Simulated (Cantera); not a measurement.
**Thermodynamics of silicon epitaxy and polysilicon growth, feed SiHCl3 + HCl + H2**

Feed: 1 mol SiHCl3, 2 mol HCl, a varied amount of H2, held at 575 °C and 0.133 bar.

These are equilibrium values from Cantera (NASA tables, ideal gas, pure condensed phases), not measurements of a reactor. Candidate condensed phases: Si; 19 gas species. Rates play no part.

```tsv
n(H2) (mol)	log p H2	log p HCl	log p SiCl4	log p SiHCl3	log p SiH2Cl2	log p SiCl3	log p SiCl2
5.3	-1.00	-1.79	-1.80	-3.79	-6.85	-6.06	-8.46
7.8	-0.96	-1.90	-1.91	-3.77	-6.67	-6.05	-8.32
12	-0.94	-2.04	-2.06	-3.74	-6.49	-6.04	-8.16
17	-0.92	-2.16	-2.19	-3.73	-6.34	-6.04	-8.03
26	-0.91	-2.32	-2.36	-3.73	-6.16	-6.04	-7.87
38	-0.90	-2.46	-2.51	-3.74	-6.02	-6.05	-7.73
57	-0.89	-2.62	-2.69	-3.75	-5.87	-6.07	-7.59
85	-0.89	-2.77	-2.87	-3.77	-5.73	-6.09	-7.46
130	-0.88	-2.93	-3.07	-3.81	-5.60	-6.13	-7.33
190	-0.88	-3.08	-3.26	-3.85	-5.50	-6.18	-7.23
280	-0.88	-3.22	-3.46	-3.91	-5.42	-6.23	-7.15
420	-0.88	-3.37	-3.69	-3.98	-5.34	-6.31	-7.07
```
log p: log10 of the partial pressure in bar; nothing condenses.

From 5.3 mol H2 to 420 mol H2 nothing is condensed. The main Si-bearing gas is SiCl4 throughout.
